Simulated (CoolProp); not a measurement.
The numbers come from the reference Helmholtz-energy equation of state, Tillner-Roth 1997 in CoolProp.

**Question.** Give the vapour pressure (bar), vapour density (kg/m³), liquid cp (kJ/(kg K)), vapour viscosity (µPa s) of saturated CH2F2 (R32) at 247.7 K.

**Answer.** 
```csv
T (K),p (bar),vapour density (kg/m³),liquid cp (kJ/(kg K)),vapour viscosity (µPa s)
247.7,3.29,9.11,1.64,11.1
```

Viscosity comes from a separate model (Bell 2016), an estimate that may be off by 10 % or more.
